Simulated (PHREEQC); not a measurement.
A solution holds 0.0006 mol Ag2SO4 and 0.027 mol HNO3 per kg of water, at 25 °C. Closed to the air; pH follows from the charge balance.

Computed with PHREEQC (ion-association model, wateq4f.dat).

This is a speciation only: nothing precipitates in the calculation.

Question: Order these S species by the share of S that they hold, largest first: HSO4-, SO4-2, AgSO4-.

Answer: HSO4- (59 %), SO4-2 (41 %), AgSO4- (0.51 %)

The pH is 1.63 and the ionic strength 0.0281 mol/kgw. Species that the database lacks are ignored.
